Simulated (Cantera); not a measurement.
What does this Cantera script print?

```python
import numpy as np
import cantera as ct

gas_names = """
    C CH CH2 CH3 CH4 CN C2 C2H C2H2,acetylene C2H2,vinylidene C2H3,vinyl CH3CN C2H4 C2H5 C2H6 CCN CNC
    C2N2 C3 C3H3,propargyl C3H4,allene C3H4,propyne C3H4,cyclo- C3H5,allyl C3H6,propylene C3H6,cyclo-
    C3H7,n-propyl C3H7,i-propyl C3H8 C4 C4H2 C4H4,1,3-cyclo- C4H6,butadiene C4H6,2-butyne C4H6,cyclo-
    C4H8,1-butene C4H8,cis2-buten C4H8,tr2-butene C4H8,isobutene C4H8,cyclo- C4H9,n-butyl C4H9,i-butyl
    C4H9,s-butyl C4H9,t-butyl C4H10,isobutane C4H10,n-butane C4N2 C5 C5H6,1,3cyclo- C5H8,cyclo-
    C5H10,1-pentene C5H10,cyclo- C5H11,pentyl C5H11,t-pentyl C5H12,n-pentane C5H12,i-pentane
    CH3C(CH3)2CH3 C6H2 C6H5,phenyl C6H6 C6H10,cyclo- C6H12,1-hexene C6H12,cyclo- C6H13,n-hexyl
    C7H7,benzyl C7H8 C7H14,1-heptene C7H15,n-heptyl C7H16,n-heptane C8H8,styrene C8H10,ethylbenz
    C8H16,1-octene C8H17,n-octyl C8H18,isooctane C8H18,n-octane C9H19,n-nonyl C10H8,naphthale
    C10H21,n-decyl C12H9,o-bipheny C12H10,bipheny H HCN HCCN HNC H2 N NH NH2 NH3 N2 N2H2 N2H4 Ti
""".split()
cond_names = """
    C(gr) C6H6(L) C7H8(L) C8H18(L),n-octa Ti(a) Ti(b) Ti(L) TiC(s) TiC(L) TiN(s) TiN(L)
""".split()


def load(file, names, dense=False):
    # The tables refer to 1 bar. Condensed volumes are neglected.
    table = {s.name: s for s in ct.Species.list_from_file(file)}
    out = []
    for n in names:
        d = dict(table[n].input_data)
        d["thermo"] = dict(d["thermo"], **{"reference-pressure": 1e5})
        if dense:
            d["equation-of-state"] = {"model": "constant-volume", "density": "1e6 g/cm^3"}
        out.append(ct.Species.from_dict(d))
    return out


gas = ct.Solution(thermo="ideal-gas", species=load("nasa_gas.yaml", gas_names))
cond = {s.name: ct.Solution(thermo="fixed-stoichiometry", species=[s], name=s.name)
        for s in load("nasa_condensed.yaml", cond_names, dense=True)}
atoms = {
    'Ti(NMe2)4': {'Ti': 1, 'C': 8, 'H': 24, 'N': 4},
    'C3H8': {'C': 3, 'H': 8},
    'H2': {'H': 2},
}
top_T = {'C(gr)': 4500}  # K; cautious upper limits of use, not melting points


def equilibrate(T, P, feed):
    n = {}
    for name, mol in feed.items():
        for a, k in atoms[name].items():
            n[a] = n.get(a, 0.0) + k * mol
    gas.TPX = T, P, n
    mass = sum(n.values()) * gas.mean_molecular_weight
    gas.equilibrate("TP")
    valid = [c for c in cond.values() if c.min_temp <= T <= top_T.get(c.name, c.max_temp)]
    mix = ct.Mixture([(gas, mass / gas.mean_molecular_weight)] + [(c, 0.0) for c in valid])
    mix.T, mix.P = T, P
    mix.equilibrate("TP", solver="vcs", rtol=1e-11, max_steps=5000)
    return mix


results = []
feed = {'Ti(NMe2)4': 1, 'C3H8': 1.1, 'H2': 1.3}  # mol
P = 29  # Pa
for T in [1248, 1348, 1448, 1548, 1648, 1748, 1848, 1948, 2048, 2148]:
    mix = equilibrate(T, P, feed)
    results.append((T, P, feed, dict(zip(mix.species_names, mix.species_moles))))
    x = sorted(zip(gas.X, gas.species_names), reverse=True)
    print(f"T = {T:g} K  P = {P:g} Pa  gas = {mix.phase_moles(0):.4g} mol")
    print("   x: " + "  ".join(f"{s} {v:.3e}" for v, s in x if v > 0.0001))
    print("   condensed (mol): " + ("  ".join(f"{mix.phase(i).name} {mix.phase_moles(i):.4g}"
          for i in range(1, mix.n_phases) if mix.phase_moles(i) > 1e-12) or "none"))
```

Output:

```
T = 1248 K  P = 29 Pa  gas = 19.7 mol
   x: H2 8.984e-01  N2 1.015e-01
   condensed (mol): C(gr) 10.3  TiC(s) 1
T = 1348 K  P = 29 Pa  gas = 19.7 mol
   x: H2 8.983e-01  N2 1.015e-01  H 1.288e-04
   condensed (mol): C(gr) 10.3  TiC(s) 1
T = 1448 K  P = 29 Pa  gas = 19.71 mol
   x: H2 8.979e-01  N2 1.014e-01  H 5.129e-04  HCN 2.181e-04
   condensed (mol): C(gr) 10.3  TiC(s) 1
T = 1548 K  P = 29 Pa  gas = 19.72 mol
   x: H2 8.966e-01  N2 1.012e-01  H 1.712e-03  HCN 4.421e-04
   condensed (mol): C(gr) 10.29  TiC(s) 1
T = 1648 K  P = 29 Pa  gas = 19.75 mol
   x: H2 8.933e-01  N2 1.009e-01  H 4.942e-03  HCN 8.196e-04
   condensed (mol): C(gr) 10.28  TiC(s) 1
T = 1748 K  P = 29 Pa  gas = 19.83 mol
   x: H2 8.857e-01  N2 1.002e-01  H 1.263e-02  HCN 1.408e-03  C2H2,acetylene 1.000e-04
   condensed (mol): C(gr) 10.27  TiC(s) 1
T = 1848 K  P = 29 Pa  gas = 19.99 mol
   x: H2 8.695e-01  N2 9.887e-02  H 2.903e-02  HCN 2.261e-03  C2H2,acetylene 2.239e-04
   condensed (mol): C(gr) 10.24  TiC(s) 1
T = 1948 K  P = 29 Pa  gas = 20.32 mol
   x: H2 8.386e-01  N2 9.665e-02  H 6.076e-02  HCN 3.402e-03  C2H2,acetylene 4.519e-04  HNC 1.755e-04
   condensed (mol): C(gr) 10.21  TiC(s) 1
T = 2048 K  P = 29 Pa  gas = 20.92 mol
   x: H2 7.845e-01  H 1.165e-01  N2 9.306e-02  HCN 4.791e-03  C2H2,acetylene 8.225e-04  HNC 2.964e-04
   condensed (mol): C(gr) 10.16  TiC(s) 0.9999
T = 2148 K  P = 29 Pa  gas = 21.95 mol
   x: H2 6.994e-01  H 2.047e-01  N2 8.773e-02  HCN 6.279e-03  C2H2,acetylene 1.339e-03  HNC 4.581e-04
   condensed (mol): C(gr) 10.09  TiC(s) 0.9992
```

Method: chemical equilibrium by Gibbs-energy minimisation in Cantera with the NASA 1993 tables (ideal gas, pure condensed phases). The feed counts by its element totals alone. TiC: taken at fixed stoichiometry.
